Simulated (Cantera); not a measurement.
An adiabatic, constant-pressure homogeneous reactor starts with 16.4 % H2, 16.4 % O2, 61.6 % N2, 5.57 % H2O, at 1550 K and 1000000 Pa.

Cantera simulation using the H2/O2 subset of GRI-Mech 3.0, which has no nitrogen chemistry; the numbers are that mechanism's predictions, not measurements. The hydrogen kinetics of GRI-Mech 3.0 are dated; newer H2 mechanisms differ, most at raised pressure.

Question: Predict: time of steepest temperature rise; temperature at 0.300 s; equilibrium temperature; x(H2) at 0.300 s; x(O2) at 0.300 s; x(O) at 0.300 s; x(H2O2) at 0.300 s; x(OH) at 0.300 s; x(HO2) at 0.300 s; x(H) at 0.300 s.

Answer: 
```json
{
  "time_of_steepest_temperature_rise": "1.55 µs",
  "temperature at 0.300 s": "2584 K",
  "equilibrium_temperature": "2584 K",
  "x(H2) at 0.300 s": "0.00219 (gas-phase equilibrium 0.00219)",
  "x(O2) at 0.300 s": "0.0858 (gas-phase equilibrium 0.0858)",
  "x(O) at 0.300 s": "0.00201 (gas-phase equilibrium 0.00201)",
  "x(H2O2) at 0.300 s": "1.78e-6 (gas-phase equilibrium 1.78e-6)",
  "x(OH) at 0.300 s": "0.0127 (gas-phase equilibrium 0.0127)",
  "x(HO2) at 0.300 s": "2.43e-5 (gas-phase equilibrium 2.43e-5)",
  "x(H) at 0.300 s": "0.000536 (gas-phase equilibrium 0.000536)"
}
```
